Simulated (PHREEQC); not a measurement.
Solution (25 °C): 0.51 mmol/kgw H2S and 0.93 mmol/kgw NaOH. Closed to the air; pH follows from the charge balance.

Computed with PHREEQC (ion-association model, phreeqc.dat).

```json
[
 {"quantity": "pH", "before": "10.60", "after": "5.97"},
 {"quantity": "ionic strength (mol/kgw)", "before": "0.000933", "after": "0.000931"}
]
```

### Question
Which change was made?
A. diluted 10-fold with water
B. 2.3e-05 mol/kgw Na2CO3 added
C. 0.00088 mol/kgw HBr added
D. H2S from 0.00051 to 0.00255 mol/kgw
E. NaOH left out

### Answer
C, 0.00088 mol/kgw HBr added

Precipitation was switched off in this run.
